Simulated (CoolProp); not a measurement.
Vapour-liquid equilibrium of R13 (1) + isobutane (2) at 0.253 MPa; x and y are mole fractions of (1).

Values from CoolProp's multi-fluid Helmholtz-energy mixture model, Platzer 1990 and Bücker 2006; pair parameters Bell 2016. This equation is an older, rougher fit; its heat capacities, sound speeds and derivatives of the liquid may be far off and weren't checked against measurements.

```
x     bubble temperature, mixture model (K)  bubble temperature, Raoult's law (K)  y, mixture model  y, Raoult's law
----  -------------------------------------  ------------------------------------  ----------------  ---------------
0.05                                  269.1                                 273.8             0.468            0.396
0.2                                       …                                 249.3                 …            0.805
0.35                                  228.5                                 235.9             0.929            0.915
0.5                                   222.5                                 227.1             0.956            0.959
0.65                                      …                                 220.7                 …            0.980
0.8                                   215.2                                 215.9             0.983            0.991
0.95                                  211.9                                 211.9                 …            0.998
```

Problem. Fill in the missing entries.

Solution. 
- 0.2, bubble temperature, mixture model (K): 240.0
- 0.2, y, mixture model: 0.856
- 0.65, bubble temperature, mixture model (K): 218.5
- 0.65, y, mixture model: 0.971
- 0.95, y, mixture model: 0.996

The largest gap from Raoult's law is -9.3 K in bubble temperature, at x = 0.2. No azeotrope shows between x = 0.05 and 0.95.

Pair parameters are fitted to limited data, so mixtures are less certain than the pure fluids.
